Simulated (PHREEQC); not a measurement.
A solution holds 6.9 mmol/kgw NiCl2, 170 mmol/kgw NaOH and 3 mmol/kgw HCl, at 85 °C. Closed to the air; pH follows from the charge balance.

All values are PHREEQC results (ion-association model, wateq4f.dat), not measurements.

Precipitation was switched off in this run.

### Question
Order these Ni species by the share of Ni that they hold, largest first: NiOH+, Ni(OH)3-, Ni(OH)2.

### Answer
Ni(OH)3- (80 %), Ni(OH)2 (17 %), NiOH+ (3.2 %)

The pH is 11.53 and the ionic strength 0.170 mol/kgw. In wateq4f.dat the enthalpy of Ni(OH)2 has the wrong sign, so its saturation index can't be trusted away from 25 °C. At this temperature some constants are extrapolated from 25 °C, and those without enthalpy data are left unchanged.
